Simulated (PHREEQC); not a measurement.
Synthetic water in mg/L, 25 °C, pH 6.75, pe 12.4:

| constituent | mg/L |
|---|---|
| Na | 202 |
| K | 2.16 |
| Ca | 126 |
| Mg | 3.66 |
| Cl | 41.4 |
| S(6) as SO4 | 65.5 |
| Alkalinity as HCO3 | 786 |
| Cu(2) | 9.27 |
| Sr | 0.599 |
| Li | 0.0512 |
| O(0) (dissolved oxygen) | 2.52 |
| Ni | 0.206 |
| Cd | 5.46 |

Valence states are taken as typed.

Equilibrium calculation in PHREEQC: ion-association model, wateq4f.dat.

### Question
The ionic strength comes out as 0.0183 mol/kgw. What activity coefficients do Cu+2, Cl-, Li+, K+, CdCl+ get?

### Answer
Cu+2 0.61, Cl- 0.87, Li+ 0.88, K+ 0.87, CdCl+ 0.87.

This is a speciation only: nothing precipitates in the calculation. Examples of supersaturated solids here: Otavite, Malachite. Others may be too. The database's cadmium carbonate complexes are estimates of doubtful size. The database's nickel carbonate constants are estimates that later reviews lower a good deal.
